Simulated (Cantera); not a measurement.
Input: 1 mol Fe(CO)5, 54 mol H2, at 725 K and 1000 Pa.

Cantera equilibrium calculation (NASA polynomials, part measured and part estimated; ideal gas, pure solids and liquids). Candidate condensed phases: C, C6H6, C7H8, C8H18, Fe, Fe(CO)5, FeO, Fe(OH)2, Fe(OH)3, Fe2O3, Fe3O4, H2O; 114 gas species. Condensed phases not in the tables: cementite and carbon dissolved in iron. The numbers say what is thermodynamically allowed, not how fast it happens.

Base state: H2 0.878, H2O 0.0452, CH4 0.0396, CO 0.0268, CO2 0.0104 (mole fractions); condensed: C(graphite) + Fe(α).

Problem. What changes in the equilibrium state with this change: Fe(CO)5 replaced by Hg?

Solution. 
```json
[
 {"species": "H2", "before": "0.878", "after": "0.982"},
 {"species": "Hg", "before": "0", "after": "0.0182"},
 {"species": "H2O", "before": "0.0452", "after": "0"},
 {"species": "CH4", "before": "0.0396", "after": "0"},
 {"species": "CO", "before": "0.0268", "after": "0"},
 {"species": "CO2", "before": "0.0104", "after": "0"},
 {"species": "C(graphite), mol", "before": "0.865", "after": "0"},
 {"species": "Fe(α), mol", "before": "1.00", "after": "0"}
]
```
Further candidate phases: Hg.

Problem. What changes in the equilibrium state with this change: temperature from 725 K to 775 K?

Solution. 
| species | before | after |
|---|---|---|
| H2 | 0.878 | 0.901 |
| CO | 0.0268 | 0.0536 |
| H2O | 0.0452 | 0.0218 |
| CH4 | 0.0396 | 0.0166 |
| CO2 | 0.0104 | 0.00655 |
| C(graphite), mol | 0.865 | 0.664 |
| Fe(α), mol | 1.00 | 1.00 |
